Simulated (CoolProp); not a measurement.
Vapour-liquid equilibrium of propylene (1) + cyclohexane (2) at 59.05 °C; x and y are mole fractions of (1).

Computed with CoolProp (multi-fluid Helmholtz-energy mixture model, Lemmon 2013 and Zhou 2014; pair parameters Bell 2016).

```json
[
 {"x": "0.05", "bubble pressure, mixture model (kPa)": "176.7", "bubble pressure, Raoult's law (kPa)": "171.7", "y, mixture model": "0.717", "y, Raoult's law": "0.722"},
 {"x": "0.2", "bubble pressure, mixture model (kPa)": "537.7", "bubble pressure, Raoult's law (kPa)": "536.2", "y, mixture model": "0.910", "y, Raoult's law": "0.925"},
 {"x": "0.35", "bubble pressure, mixture model (kPa)": "878.1", "bubble pressure, Raoult's law (kPa)": "900.7", "y, mixture model": "0.948", "y, Raoult's law": "0.964"},
 {"x": "0.5", "bubble pressure, mixture model (kPa)": "1207", "bubble pressure, Raoult's law (kPa)": "1265", "y, mixture model": "0.965", "y, Raoult's law": "0.980"},
 {"x": "0.65", "bubble pressure, mixture model (kPa)": "1537", "bubble pressure, Raoult's law (kPa)": "1630", "y, mixture model": "0.976", "y, Raoult's law": "0.989"},
 {"x": "0.8", "bubble pressure, mixture model (kPa)": "1886", "bubble pressure, Raoult's law (kPa)": "1994", "y, mixture model": "0.985", "y, Raoult's law": "0.995"},
 {"x": "0.95", "bubble pressure, mixture model (kPa)": "2303", "bubble pressure, Raoult's law (kPa)": "2359", "y, mixture model": "0.995", "y, Raoult's law": "0.999"}
]
```

The largest gap from Raoult's law is -5.7 % in bubble pressure, at x = 0.65. No azeotrope shows between x = 0.05 and 0.95.

The pair parameters rest on a limited set of measurements; away from them the model extrapolates. The gap from Raoult's law changes sign with composition, which may be real or a fault of the pair parameters; it wasn't checked against measurements.
